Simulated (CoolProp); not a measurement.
Aqueous ammonia as a coolant, at -11 °C, 1 atm.

The numbers come from the Melinder's fits for secondary coolants in CoolProp.

```json
[
 {"mass %": "11.4", "freezing point (°C)": "-16.0", "viscosity (mPa s)": "3.03", "Prandtl number": "27.4", "conductivity (W/(m K))": "0.469", "density (kg/m³)": "959.6"},
 {"mass %": "13.8", "freezing point (°C)": "-20.7", "viscosity (mPa s)": "3.10", "Prandtl number": "28.8", "conductivity (W/(m K))": "0.456", "density (kg/m³)": "952.5"},
 {"mass %": "16.2", "freezing point (°C)": "-26.1", "viscosity (mPa s)": "3.19", "Prandtl number": "30.5", "conductivity (W/(m K))": "0.444", "density (kg/m³)": "945.8"},
 {"mass %": "18.6", "freezing point (°C)": "-32.3", "viscosity (mPa s)": "3.26", "Prandtl number": "32.1", "conductivity (W/(m K))": "0.432", "density (kg/m³)": "939.3"},
 {"mass %": "21", "freezing point (°C)": "-39.7", "viscosity (mPa s)": "3.30", "Prandtl number": "33.2", "conductivity (W/(m K))": "0.421", "density (kg/m³)": "933.0"},
 {"mass %": "23.4", "freezing point (°C)": "-48.6", "viscosity (mPa s)": "3.28", "Prandtl number": "33.8", "conductivity (W/(m K))": "0.412", "density (kg/m³)": "926.8"}
]
```
